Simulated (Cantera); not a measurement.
An isothermal, constant-pressure homogeneous reactor starts with C2H6 : N2 = 1 : 1.4 (molar parts), at 1325 K and 0.987 atm.

Cantera simulation using GRI-Mech 3.0 (53 species, 325 reactions); the numbers are that mechanism's predictions, not measurements. GRI-Mech 3.0 stops at C3 and has no aromatics, soot or wall deposition, so with more carbon than oxygen in the feed, carbon stays in small species such as C2H2 where larger ones or solid carbon would form.

Task: Predict: x(C2H6) at 20.0 s; x(C2H2) at 20.0 s; x(H2) at 20.0 s; x(CH3) at 20.0 s; x(CH4) at 20.0 s.

Result: 
- x(C2H6) at 20.0 s: 0.000410 (gas-phase equilibrium 0.000340)
- x(C2H2) at 20.0 s: 0.128 (gas-phase equilibrium 0.0977)
- x(H2) at 20.0 s: 0.201 (gas-phase equilibrium 0.208)
- x(CH3) at 20.0 s: 1.65e-5 (gas-phase equilibrium 1.52e-5)
- x(CH4) at 20.0 s: 0.214 (gas-phase equilibrium 0.214)
